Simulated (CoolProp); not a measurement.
A single-stage vapour-compression cycle with the fluid: evaporating at 243.15 K (dew point), condensing at 280.15 K (bubble point), superheat 2 K, subcooling 2 K, compressor efficiency 0.65, no pressure losses. The same conditions are run with several fluids, on thermodynamics alone (safety and materials aside).

Computed with CoolProp (reference Helmholtz-energy equation of state of each fluid (R410A: Lemmon 2003; R143a: Lemmon and Jacobsen 2000; C2F6 (R116): Lemmon 2006; CH3F (R41): Lemmon 2006; chlorine: Thol 2021; hydrogen chloride: Thol 2018)). Blends and air are pseudo-pure fits.

```
fluid              cooling COP  pressure ratio  discharge temperature (K)  refrigerating effect (kJ/kg)  volumetric capacity (kJ/m³)
-----------------  -----------  --------------  -------------------------  ----------------------------  ---------------------------
R410A                     3.62            3.69                        ___                           ___                         2130
R143a                     3.61            3.57                      304.7                           ___                         1590
C2F6 (R116)               2.63            2.90                      288.9                           ___                         3120
CH3F (R41)                3.38            2.99                      338.6                           325                         5240
chlorine                  3.69            3.83                        ___                           252                         1090
hydrogen chloride         3.38            2.87                      359.9                           307                          ___
```

Q: Some entries are withheld; supply them.

A: 
- R410A, discharge temperature (K): 322.9
- R410A, refrigerating effect (kJ/kg): 204
- R143a, refrigerating effect (kJ/kg): 165
- C2F6 (R116), refrigerating effect (kJ/kg): 49.4
- chlorine, discharge temperature (K): 388.6
- hydrogen chloride, volumetric capacity (kJ/m³): 6850
